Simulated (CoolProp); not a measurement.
The fluid at 293.15 K and 17.4 MPa flows at 0.43 m/s in a round tube of 50 mm bore and 15 µm roughness, fully developed (64/Re and Nu = 3.66 if laminar; Colebrook and Gnielinski if turbulent). The same conditions are run with several fluids, on thermodynamics alone (safety and materials aside).

Values from CoolProp's reference Helmholtz-energy equation of state of each fluid (R124: de Vries 1995; R141b: Lemmon 2006; n-decane: Lemmon 2006; water: Wagner 2002; n-nonane: Lemmon 2006).

Q: Rank R124, R141b, n-decane, water, n-nonane by Reynolds number, highest first.

A: R124 (89100), R141b (53000), water (21700), n-nonane (18700), n-decane (14400)

| fluid | Darcy friction factor | pressure drop (Pa/m) | heat-transfer coefficient (W/(m² K)) | mass flow (kg/h) |
|---|---|---|---|---|
| R124 | 0.0198 | 52.7 | 764 | 4370 |
| R141b | 0.0217 | 51.1 | 657 | 3870 |
| n-decane | 0.0287 | 39.4 | 429 | 2260 |
| water | 0.0260 | 48.5 | 1930 | 3060 |
| n-nonane | 0.0269 | 36.4 | 490 | 2220 |

Transport values come from each fluid's own correlations; those of R124, R141b are estimates that may be off by 10 % or more.
